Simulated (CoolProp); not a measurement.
Octamethyltrisiloxane (MDM) along the isobar 1.24 MPa: fugacity coefficient from the reference equation and from simpler models built on Tc = 565.4 K, pc = 1.438 MPa, ω = 0.528; each cubic takes its own stable root.

Computed with CoolProp (reference Helmholtz-energy equation of state, Thol 2017).

```
T (K)   phase  reference
-----  ------  ---------
195.1  liquid   4.920e-9
202.7  liquid   1.873e-8
210.4  liquid   6.464e-8
218.1  liquid   2.011e-7
225.7  liquid   5.633e-7
233.4  liquid   1.473e-6
241.1  liquid   3.579e-6
248.7  liquid   8.049e-6
256.4  liquid   1.724e-5
264.1  liquid   3.494e-5
271.7  liquid   6.687e-5
```

Problem. How far does each simpler model (van der Waals, Redlich-Kwong, Soave-Redlich-Kwong, Peng-Robinson) lie from the reference over these 11 states: mean and median of the absolute difference, and the worst?

Solution. 
- van der Waals: mean 6855015.3 %, median 703226.5 %, worst +45629981.3 % at 195.1 K and 1.24 MPa
- Redlich-Kwong: mean 17993.9 %, median 9750.6 %, worst +63761.8 % at 195.1 K and 1.24 MPa
- Soave-Redlich-Kwong: mean 50.6 %, median 43.0 %, worst +107.7 % at 195.1 K and 1.24 MPa
- Peng-Robinson: mean 106.3 %, median 88.4 %, worst +233.5 % at 195.1 K and 1.24 MPa
